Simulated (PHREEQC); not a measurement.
Geothermal or formation water (model solution)

A made-up water analysis in mmol/kgw, 70 °C, pH 7.54:

```csv
constituent,mmol/kgw
Na,490
K,0.332
Ca,3.36
Mg,9.63
Cl,512
S(6),11.9
Alkalinity (meq/kgw),0.736
B,0.24
Si,1.5
```

Valence states are taken as typed.

Equilibrium calculation in PHREEQC: Pitzer model, pitzer.dat.

This is a speciation only: nothing precipitates in the calculation.

Q: What activity of water, specific conductance, osmotic coefficient does the model give?

A: activity of water 0.983; specific conductance 98800 µS/cm; osmotic coefficient 0.913.

Q: In which forms is B present?

A: B(OH)3 96 %, B(OH)4- 4.1 % of the B.

Complexes and solids missing from the database can't appear. Away from 25 °C the constants follow the database's enthalpies or fits; those with neither stay at their 25 °C values.
